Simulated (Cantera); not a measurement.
Feed: 1 mol NF3, 0.098 mol SO2, 12 mol H2, equilibrated at 39.0 bar.

These are equilibrium values from Cantera (NASA tables, ideal gas, pure condensed phases), not measurements of a reactor. Candidate condensed phases: H2O, H2SO4, S; 62 gas species. The ideal-gas law is rough above about 30 bar. Kinetics and transport are ignored. All values below are at 825 K.

Base state: H2 0.722, HF 0.216, N2 0.0311, H2O 0.0141, NH3 0.00987, H2S 0.00707, H2F2 0.000152 (mole fractions); condensed: gas only.

Question: What changes in the equilibrium state with this change: SO2 from 0.098 to 0.3 mol?

Answer: 
```tsv
species	before	after
H2	0.722	0.678
HF	0.216	0.216
H2O	0.0141	0.0433
H2S	0.00707	0.0216
N2	0.0311	0.0315
NH3	0.00987	0.00905
H2F2	0.000152	0.000151
```

Question: What changes in the equilibrium state with this change: H2 from 12 to 2.2 mol?

Answer: 
```
species    before     after
-------  --------  --------
HF          0.216     0.713
N2         0.0311     0.119
H2          0.722    0.0955
H2O        0.0141    0.0468
H2S       0.00707    0.0234
H2F2     0.000152   0.00165
NH3       0.00987  0.000929
```
